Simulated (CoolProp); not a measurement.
Chlorine at 364.11 K and 0.651 MPa is throttled through a valve to 0.268 MPa with no heat exchange. Each further row changes one setting.

Values from CoolProp's reference Helmholtz-energy equation of state, Thol 2021.

```
case                        temperature change (K)  final density (kg/m³)
--------------------------  ----------------------  ---------------------
as stated                                     -7.1                   6.52
outlet pressure 0.0804 MPa                       ?                      ?
outlet pressure 0.348 MPa                     -5.6                      ?
```

Fill in the missing entries.


- outlet pressure 0.0804 MPa, temperature change (K): -10.7
- outlet pressure 0.0804 MPa, final density (kg/m³): 1.95
- outlet pressure 0.348 MPa, final density (kg/m³): 8.48
